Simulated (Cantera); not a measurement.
Input: 1 mol Fe₂O₃, 0.71 mol CH₄, 2.4 mol N₂, held at 1300 Pa.

Cantera equilibrium calculation (NASA polynomials, part measured and part estimated; ideal gas, pure solids and liquids). Candidate condensed phases: C, C₆H₆, C₇H₈, C₈H₁₈, Fe, Fe(CO)₅, FeO, Fe(OH)₂, Fe(OH)₃, Fe₂O₃, Fe₃O₄, H₂O; 140 gas species. Each liquid is taken as pure. Mutual solubility and eutectic melting of coexisting phases are not modelled. The tables' stoichiometric FeO is somewhat more stable than real wüstite, so its field is too wide. FeO: taken at fixed stoichiometry. Kinetics and transport are ignored. All values below are at 1973 K.

Base state: N₂ 0.517, H₂ 0.207, CO 0.139, H₂O 0.0966, Fe 0.0206, CO₂ 0.0145, H 0.00538, OH 0.000239 (mole fractions); condensed: Fe(l) + FeO(l).

### Question
What changes in the equilibrium state with this change: pressure from 1300 Pa to 850000 Pa?

### Answer
```
species        before    after
-----------  --------  -------
N₂              0.517    0.530
H₂              0.207    0.213
CO              0.139    0.142
Fe             0.0206  3.15e-5
H₂O            0.0966   0.0998
CO₂            0.0145   0.0148
Fe(OH)₂       3.37e-5  3.48e-5
NH₃           1.85e-8  1.28e-5
FeO          0.000180  2.75e-7
NO            1.21e-5  4.78e-7
Fe(l), mol      0.131    0.229
FeO(l), mol      1.77     1.77
```

### Question
What changes in the equilibrium state with this change: pressure from 1300 Pa to 200 Pa?

### Answer
| species | before | after |
|---|---|---|
| N₂ | 0.517 | 0.482 |
| H₂ | 0.207 | 0.159 |
| CO | 0.139 | 0.122 |
| Fe | 0.0206 | 0.0831 |
| H | 0.00538 | 0.0120 |
| CO₂ | 0.0145 | 0.0205 |
| H₂O | 0.0966 | 0.120 |
| O₂ | 9.26e-7 | 1.57e-5 |
| O | 4.58e-6 | 4.80e-5 |
| FeO | 0.000180 | 0.00117 |
| Fe(l), mol | 0.131 | 0 |
| FeO(l), mol | 1.77 | 1.58 |
